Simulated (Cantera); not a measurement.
Charge: 1 mol B, 0.27 mol O₂, 2 mol H₂, equilibrated at 2125 K and 1.00 bar.

Cantera equilibrium calculation (NASA polynomials, part measured and part estimated; ideal gas, pure solids and liquids). Candidate condensed phases: B, B₂O₃, B₃O₃H₃, H₂O; 23 gas species. The tables' values for BH₂ are old estimates; treat these amounts as uncertain. Gases not in the tables: B₂H₆ and higher boranes. Kinetics and transport are ignored.

Base state: H₂ 0.816, HBO 0.123, B₂O₂ 0.0420, BO 0.00638, B₂O₃ 0.00621, H 0.00328, HBO₂ 0.00274, BH₂ 0.000749 (mole fractions); condensed: B(s).

**Question.** What changes in the equilibrium state with this change: temperature from 2125 K to 973 K?

**Answer.** 
```json
[
 {"species": "H₂", "before": "0.816", "after": "0.994"},
 {"species": "B₃O₃H₃", "before": "0.000174", "after": "0.00584"},
 {"species": "HBO", "before": "0.123", "after": "4.52e-7"},
 {"species": "B₂O₂", "before": "0.0420", "after": "<1e-9"},
 {"species": "BO", "before": "0.00638", "after": "<1e-9"},
 {"species": "B₂O₃", "before": "0.00621", "after": "<1e-9"},
 {"species": "H", "before": "0.00328", "after": "1.08e-9"},
 {"species": "B(s), mol", "before": "0.479", "after": "0.628"},
 {"species": "B₂O₃(l), mol", "before": "0", "after": "0.168"}
]
```
